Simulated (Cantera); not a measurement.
**Ignition delay**

Mixture: 20.1 % CO, 0.644 % H₂, 4.23 % CH₄, 15.7 % O₂, 59.0 % N₂, 0.302 % C₂H₆, at 100000 Pa, adiabatic and at constant pressure. Ignition delay is the time to a rise of 400 K.

Computed with Cantera and GRI-Mech 3.0 (53 species, 325 reactions).

```tsv
T0 (K)	delay (ms)
1223	2.11
1323	0.883
1423	0.381
1523	0.177
1623	0.0905
1723	0.0516
1823	0.0324
```

- apparent activation energy between 1623 and 1823 K: 130 kJ/mol
